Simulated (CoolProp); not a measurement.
Properties of n-perfluorobutane at several states.

Values from CoolProp's reference Helmholtz-energy equation of state, Gao 2022.

| T (°C) | p (MPa) | phase | density (kg/m³) | Joule-Thomson coefficient (K/MPa) |
|---|---|---|---|---|
| -9.25 | 1.37 | liquid | 1628 | … |
| -37.95 | 2.36 | liquid | 1729 | -0.2986 |
| -120.65 | 2.96 | liquid | … | -0.3539 |
| 28.65 | 1.37 | liquid | 1490 | … |

Fill in the missing entries.


- -9.25, Joule-Thomson coefficient (K/MPa): -0.2478
- -120.65, density (kg/m³): 2020
- 28.65, Joule-Thomson coefficient (K/MPa): -0.1207
